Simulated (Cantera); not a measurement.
Input (Python, Cantera) and output of one run.

```python
import numpy as np
import cantera as ct

gas_names = """
    H HO2 H2 H2O H2O2 O OH O2 O3 Si SiH SiH2 SiH3 SiH4 SiO SiO2 Si2 Si3
""".split()
cond_names = """
    H2O(s) H2O(L) Si(cr) Si(L) SiO2(Lqz) SiO2(hqz) SiO2(L)
""".split()


# ... load() reads the species with a 1 bar reference pressure and builds the phases ...
atoms = {
    'Si': {'Si': 1},
    'O2': {'O': 2},
    'H2': {'H': 2},
}
top_T = {}  # K; cautious upper limits of use, not melting points


# ... equilibrate(T, P, feed) seeds the gas with the atoms and calls Mixture.equilibrate('TP', solver="vcs", rtol=1e-11, max_steps=5000) ...
results = []
feed = {'Si': 1, 'O2': 0.52, 'H2': 1}  # mol
P = 280000  # Pa
for T in [1250, 1350, 1450, 1550, 1650, 1750, 1850, 1950]:
    mix = equilibrate(T, P, feed)
    results.append((T, P, feed, dict(zip(mix.species_names, mix.species_moles))))

top = {s: max(r[3][s] / sum(r[3][g] for g in gas_names) for r in results) for s in gas_names}
cols = sorted((s for s in top if top[s] > 0.001), key=lambda s: -top[s])[:8]
seen = [c for c in cond_names if any(r[3].get(c, 0) > 1e-12 for r in results)]
print("log10 of partial pressures in bar; condensed amounts in mol")
print(f"{'T/K':>10s}" + "".join(f"{s[:9]:>10s}" for s in cols + seen))
for T, P, feed, n in results:
    ng = sum(n[g] for g in gas_names)
    print(f"{T:10.4g}" + "".join(f"{np.log10(max(n[s] / ng * P / 1e5, 1e-99)):10.3f}" for s in cols)
          + "".join(f"{n.get(c, 0):10.4g}" for c in seen))
```

It prints:

```
log10 of partial pressures in bar; condensed amounts in mol
       T/K        H2       SiO    Si(cr)     Si(L) SiO2(hqz)   SiO2(L)
      1250     0.447    -5.671      0.48         0      0.52         0
      1350     0.447    -4.608      0.48         0      0.52         0
      1450     0.447    -3.695      0.48         0      0.52         0
      1550     0.447    -2.903    0.4798         0    0.5198         0
      1650     0.446    -2.211    0.4789         0    0.5189         0
      1750     0.443    -1.630         0    0.4758         0    0.5158
      1850     0.435    -1.135         0    0.4666         0    0.5065
      1950     0.414    -0.694         0     0.441         0     0.481
```

Equilibrium computed with Cantera from the NASA thermochemical tables; the gas is ideal and each condensed phase is pure. Each liquid is taken as pure. Mutual solubility and eutectic melting of coexisting phases are not modelled. The tables hold silica as quartz up to 1696 K and as liquid above; real silica turns to tridymite and cristobalite and melts near 1996 K. Gases not in the tables: Si2H6 and higher silanes.
